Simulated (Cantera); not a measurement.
Cantera run, input and output.

```python
import numpy as np
import cantera as ct

gas = ct.Solution("h2o2.yaml")
gas.TPX = 925, 380, {'H2': 0.33, 'O2': 1}
reactor = ct.IdealGasConstPressureReactor(gas, energy="off", clone=False)
net = ct.ReactorNet([reactor])
net.rtol, net.atol = 1e-08, 1e-18
show = ['H2', 'O2', 'H2O', 'H', 'HO2', 'O']
times = np.geomspace(2e-06, 100, 9)

steps = ct.SolutionArray(gas, extra=["t"])
rows = []
print(f"{'t/s':>10s}{'T/K':>9s}{'P/Pa':>11s}" + "".join(f"{s:>11s}" for s in show))
for t in times:
    while net.time < t:
        t_next = net.step()
        steps.append(gas.state, t=t_next)
    rows.append([np.interp(t, steps.t, y) for y in (steps.T, steps.P, *steps(*show).X.T)])
    print(f"{t:10.3e}{rows[-1][0]:9.1f}{rows[-1][1]:11.4g}" + "".join(f"{x:11.3e}" for x in rows[-1][2:]))
rate = np.gradient(steps.T, steps.t)
print("integrator steps:", len(steps.t))
if steps.T.max() > steps.T[0] + 200:
    print(f"time of steepest temperature rise: {steps.t[rate.argmax()]:.4e} s")
gas.TPX = 925, 380, {'H2': 0.33, 'O2': 1}
gas.equilibrate("TP")
print(f"equilibrium (TP): T = {gas.T:.1f} K  " + "  ".join(f"{s} {gas[s].X[0]:.3e}" for s in show))
```

Output:

```
       t/s      T/K       P/Pa         H2         O2        H2O          H        HO2          O
 2.000e-06    925.0        380  2.481e-01  7.519e-01  1.247e-18  1.120e-13  1.121e-13  1.149e-16
 1.834e-05    925.0        380  2.481e-01  7.519e-01  6.540e-16  1.019e-12  1.028e-12  8.841e-15
 1.682e-04    925.0        380  2.481e-01  7.519e-01  3.481e-13  9.095e-12  9.431e-12  6.697e-13
 1.542e-03    925.0        380  2.481e-01  7.519e-01  1.044e-10  1.447e-10  8.723e-11  4.537e-11
 1.414e-02    925.0        380  2.480e-01  7.518e-01  1.033e-04  7.538e-05  5.946e-07  2.713e-05
 1.297e-01    925.0        380  2.115e-03  7.103e-01  2.757e-01  5.081e-03  6.324e-06  5.394e-03
 1.189e+00    925.0        380  1.010e-05  7.167e-01  2.832e-01  1.291e-06  4.574e-07  2.433e-05
 1.091e+01    925.0        380  2.055e-07  7.167e-01  2.833e-01  6.967e-09  1.890e-08  7.513e-07
 1.000e+02    925.0        380  1.305e-08  7.167e-01  2.833e-01  1.381e-10  1.545e-09  5.527e-08
integrator steps: 2132
equilibrium (TP): T = 925.0 K  H2 4.269e-11  O2 7.167e-01  H2O 2.833e-01  H 2.778e-14  HO2 2.672e-10  O 1.852e-10
```

Cantera simulation using the H2/O2 subset of GRI-Mech 3.0, which has no nitrogen chemistry; the numbers are that mechanism's predictions, not measurements. Radical loss at walls, strong at low pressure, is not modelled. Below about 950 K walls govern HO2 and H2O2 in real vessels. The temperature is held fixed by assumption; the heat of reaction is taken as removed at once.
